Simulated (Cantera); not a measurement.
Cantera run:

```python
import numpy as np
import cantera as ct

gas_names = """
    C CN CO CO2 C2 CCN CNC C2N2 C2O C3 C3O2 C4 C4N2 C5 N NCO NO NO2 NO3 N2 N2O O O2 O3 Si SiC SiC2 SiN
    SiO SiO2 Si2 Si2C Si2N Si3
""".split()
cond_names = """
    C(gr) Si(cr) Si(L) SiC(b) SiO2(Lqz) SiO2(hqz) SiO2(L) Si2N2O(s) Si3N4(a)
""".split()


# ... load() reads the species with a 1 bar reference pressure and builds the phases ...
atoms = {
    'Si3N4': {'Si': 3, 'N': 4},
    'CO2': {'C': 1, 'O': 2},
    'N2': {'N': 2},
}
top_T = {'C(gr)': 4500, 'SiC(b)': 3050, 'Si2N2O(s)': 2100, 'Si3N4(a)': 2400}  # K; cautious upper limits of use, not melting points


# ... equilibrate(T, P, feed) seeds the gas with the atoms and calls Mixture.equilibrate('TP', solver="vcs", rtol=1e-11, max_steps=5000) ...
results = []
feed = {'Si3N4': 1, 'CO2': 1.6, 'N2': 6.7}  # mol
P = 1900  # Pa
for T in [1200, 1250, 1300, 1350, 1400, 1450, 1500, 1550, 1600, 1650, 1700, 1750]:
    mix = equilibrate(T, P, feed)
    results.append((T, P, feed, dict(zip(mix.species_names, mix.species_moles))))

top = {s: max(r[3][s] / sum(r[3][g] for g in gas_names) for r in results) for s in gas_names}
cols = sorted((s for s in top if top[s] > 1e-05), key=lambda s: -top[s])[:7]
seen = [c for c in cond_names if any(r[3].get(c, 0) > 1e-12 for r in results)]
print("log10 of partial pressures in bar; condensed amounts in mol")
print(f"{'T/K':>10s}" + "".join(f"{s[:9]:>10s}" for s in cols + seen))
for T, P, feed, n in results:
    ng = sum(n[g] for g in gas_names)
    print(f"{T:10.4g}" + "".join(f"{np.log10(max(n[s] / ng * P / 1e5, 1e-99)):10.3f}" for s in cols)
          + "".join(f"{n.get(c, 0):10.4g}" for c in seen))
```

It prints:

```
log10 of partial pressures in bar; condensed amounts in mol
       T/K        N2        CO       SiO       CO2     C(gr) SiO2(hqz) Si2N2O(s)
      1200    -1.804    -2.480    -9.441    -6.683   0.06712    0.1114     1.444
      1250    -1.808    -2.463    -8.559    -6.653         0    0.0666     1.467
      1300    -1.808    -2.463    -7.746    -6.640         0   0.06659     1.467
      1350    -1.808    -2.463    -6.995    -6.627         0   0.06658     1.467
      1400    -1.808    -2.463    -6.299    -6.615         0   0.06651     1.467
      1450    -1.808    -2.463    -5.653    -6.603         0   0.06624     1.466
      1500    -1.808    -2.464    -5.050    -6.592         0   0.06521     1.465
      1550    -1.809    -2.464    -4.487    -6.583         0   0.06153     1.462
      1600    -1.810    -2.467    -3.960    -6.575         0   0.04946      1.45
      1650    -1.815    -2.474    -3.465    -6.574         0   0.01212     1.412
      1700    -1.817    -2.476    -3.379    -7.325         0         0       1.4
      1750    -1.817    -2.476    -3.379    -8.188         0         0       1.4
```

These are equilibrium values from Cantera (NASA tables, ideal gas, pure condensed phases), not measurements of a reactor. Mutual solubility and eutectic melting of coexisting phases are not modelled. The tables hold silica as quartz up to 1696 K and as liquid above; real silica turns to tridymite and cristobalite and melts near 1996 K.
